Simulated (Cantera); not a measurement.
Input: 1 mol Si₂Cl₆, 220 mol H₂, equilibrated at 750 °C and 1.00 Torr.

These are equilibrium values from Cantera (NASA tables, ideal gas, pure condensed phases), not measurements of a reactor. Candidate condensed phases: Si; 19 gas species. The feed counts by its element totals alone. The tables' values for SiCl₃ are old estimates; treat these amounts as uncertain. Rates play no part.

Base state: H₂ 0.977, HCl 0.0214, SiCl₂ 0.000838, SiCl₄ 0.000641, SiHCl₃ 0.000247, SiCl₃ 0.000160, SiH₂Cl₂ 1.06e-5 (mole fractions); condensed: Si(s).

Task: What changes in the equilibrium state with this change: temperature from 750 °C to 577 °C?

Result: 
| species | before | after |
|---|---|---|
| H₂ | 0.977 | 0.988 |
| HCl | 0.0214 | 0.00637 |
| SiCl₄ | 0.000641 | 0.00427 |
| SiCl₂ | 0.000838 | 4.88e-5 |
| SiHCl₃ | 0.000247 | 0.00110 |
| SiCl₃ | 0.000160 | 5.42e-5 |
| SiH₂Cl₂ | 1.06e-5 | 2.49e-5 |
| Si(s), mol | 1.58 | 0.781 |
